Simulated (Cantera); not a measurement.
# BN + HF + N2 (nitride etching)

Charge: 1 mol BN, a varied amount of HF, 4.5 mol N2, held at 1173 K and 0.0713 Torr.

Cantera equilibrium calculation (NASA polynomials, part measured and part estimated; ideal gas, pure solids and liquids). Candidate condensed phases: B, BN; 31 gas species. The tables' values for BF2 are old estimates; treat these amounts as uncertain. The numbers say what is thermodynamically allowed, not how fast it happens.

From 1.8 mol HF to 2.9 mol HF the condensed part is BN(s). From 3.4 mol HF to 8.4 mol HF nothing is condensed. The main B-bearing gas is BF3 throughout.

| n(HF) (mol) | x N2 | x HF | x H2 | x BF3 | x BHF2 | x BF2 | n BN(s) |
|---|---|---|---|---|---|---|---|
| 1.8 | 0.760 | 0.0101 | 0.138 | 0.0918 | 6.19e-5 | 4.44e-5 | 0.421 |
| 2.1 | 0.733 | 0.0110 | 0.154 | 0.102 | 7.07e-5 | 4.81e-5 | 0.324 |
| 2.5 | 0.700 | 0.0120 | 0.173 | 0.115 | 8.16e-5 | 5.23e-5 | 0.194 |
| 2.9 | 0.671 | 0.0129 | 0.189 | 0.126 | 9.16e-5 | 5.61e-5 | 0.0648 |
| 3.4 | 0.633 | 0.0507 | 0.190 | 0.127 | 2.35e-5 | 1.44e-5 | 0 |
| 3.9 | 0.595 | 0.107 | 0.179 | 0.119 | 9.82e-6 | 6.19e-6 | 0 |
| 4.5 | 0.556 | 0.167 | 0.167 | 0.111 | 5.50e-6 | 3.59e-6 | 0 |
| 5.3 | 0.510 | 0.235 | 0.153 | 0.102 | 3.29e-6 | 2.24e-6 | 0 |
| 6.2 | 0.467 | 0.299 | 0.140 | 0.0935 | 2.17e-6 | 1.54e-6 | 0 |
| 7.2 | 0.427 | 0.359 | 0.128 | 0.0855 | 1.51e-6 | 1.12e-6 | 0 |
| 8.4 | 0.388 | 0.419 | 0.116 | 0.0775 | 1.07e-6 | 8.33e-7 | 0 |
x: gas mole fraction; n: condensed amount in mol.
